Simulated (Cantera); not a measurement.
Input: 1 mol CsOH, 0.16 mol H₂, held at 1500 Pa.

Cantera equilibrium calculation (NASA polynomials, part measured and part estimated; ideal gas, pure solids and liquids). Candidate condensed phases: Cs, CsOH, H₂O; 15 gas species. Kinetics and transport are ignored.

log p: log10 of the partial pressure in bar; nothing condenses.

```csv
T (K),log p CsOH,log p Cs,log p H₂O,log p O₂,log p H₂
1700,-2.08,-2.49,-2.49,-7.01,-3.68
1750,-2.09,-2.48,-2.48,-6.36,-3.77
1800,-2.09,-2.47,-2.47,-5.74,-3.87
1850,-2.10,-2.46,-2.46,?,?
1900,-2.11,-2.45,-2.46,?,-4.03
1950,-2.12,-2.43,-2.45,-4.20,-4.06
2000,-2.15,-2.40,-2.44,-3.87,-4.04
2050,-2.18,-2.37,-2.43,-3.64,-3.99
```

Problem. Some entries are withheld; supply them.

Solution. 
- 1900, log p O₂: -4.63
- 1850, log p O₂: -5.16
- 1850, log p H₂: -3.96
